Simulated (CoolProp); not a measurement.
Properties of R113 along the isotherm 500 K (Tc = 487.2 K, pc = 3392 kPa, ω = 0.253).

Model: reference Helmholtz-energy equation of state, Marx 1992, in CoolProp.

```csv
p (kPa),phase,cv (kJ/(kg K)),speed of sound (m/s),fugacity coefficient
113,gas,[?],151.8,0.9897
226,gas,0.7630,[?],0.9795
339,gas,0.7640,149.0,[?]
452,gas,0.7651,147.5,0.9592
565,gas,0.7662,146.0,0.9490
678,gas,0.7674,144.5,0.9390
792,gas,0.7686,142.9,0.9288
905,gas,0.7699,141.3,0.9188
1020,gas,0.7712,[?],0.9086
1130,gas,0.7726,[?],0.8989
1240,gas,0.7740,136.4,0.8892
1360,gas,0.7756,134.6,[?]
1470,gas,0.7772,132.9,0.8690
1580,gas,0.7789,131.1,0.8593
1700,gas,0.7808,129.1,0.8489
```

Problem. Fill in the missing entries.

Solution. 
- 113, cv (kJ/(kg K)): 0.7620
- 226, speed of sound (m/s): 150.4
- 339, fugacity coefficient: 0.9693
- 1020, speed of sound (m/s): 139.7
- 1130, speed of sound (m/s): 138.1
- 1360, fugacity coefficient: 0.8786
